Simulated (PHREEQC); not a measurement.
Consider water at 85 °C with 0.0023 mol SrCl2, 9e-05 mol NaHCO3 and 0.017 mol KCl per kg of water. Closed to the air; pH follows from the charge balance.

Model: Pitzer model, pitzer.dat, run in PHREEQC.

```json
[
 {"quantity": "pH", "before": "7.30", "after": "7.16"},
 {"quantity": "CO2 (mol/kgw)", "before": "7.72e-6", "after": "5.30e-6"},
 {"quantity": "CO3-2 (mol/kgw)", "before": "2.06e-7", "after": "6.32e-8"},
 {"quantity": "SI of Sylvite (KCl)", "before": "-4.87", "after": "-5.44"},
 {"quantity": "SI of Halite (NaCl)", "before": "-7.46", "after": "-8.03"}
]
```

**Question.** Which change was made?
A. KCl from 0.017 to 0.17 mol/kgw
B. NaHCO3 from 9e-05 to 0.000135 mol/kgw
C. diluted 2-fold with water
D. temperature from 85 to 5 °C
E. NaHCO3 from 9e-05 to 8.1e-05 mol/kgw

**Answer.** C, diluted 2-fold with water

This is a speciation only: nothing precipitates in the calculation. Away from 25 °C the constants follow the database's enthalpies or fits; those with neither stay at their 25 °C values.
